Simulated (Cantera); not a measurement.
An isothermal, constant-pressure homogeneous reactor starts with NH₃ : H₂ = 1 : 1.4 (molar parts), at 1850 K and 0.0132 atm. Integrator tolerance rtol = 1e-08.

Computed with Cantera and the gas-phase N/H chemistry of the illustrative SiF4/NH3 mechanism in the Surface Chemkin manual (1991). Walls and surfaces, which speed up NH3 decomposition in real reactors, are not modelled.

Question: What does this change do: temperature 1850 to 1475 K?

Answer: 
```json
[
 {"quantity": "x(NH₃) at 40.0 s", "before": "0.00753 (gas-phase equilibrium 1.05e-7)", "after": "0.407 (gas-phase equilibrium 2.65e-7)"},
 {"quantity": "x(H₂) at 40.0 s", "before": "0.847 (gas-phase equilibrium 0.849)", "after": "0.589 (gas-phase equilibrium 0.853)"},
 {"quantity": "x(NH) at 40.0 s", "before": "1.72e-6 (gas-phase equilibrium 3.24e-10)", "after": "1.25e-7 (gas-phase equilibrium <1e-12)"},
 {"quantity": "x(N₂H₄) at 40.0 s", "before": "1.88e-11 (gas-phase equilibrium <1e-12)", "after": "2.32e-9 (gas-phase equilibrium <1e-12)"},
 {"quantity": "x(NH₂) at 40.0 s", "before": "2.86e-5 (gas-phase equilibrium 1.46e-9)", "after": "3.29e-5 (gas-phase equilibrium 7.02e-11)"}
]
```
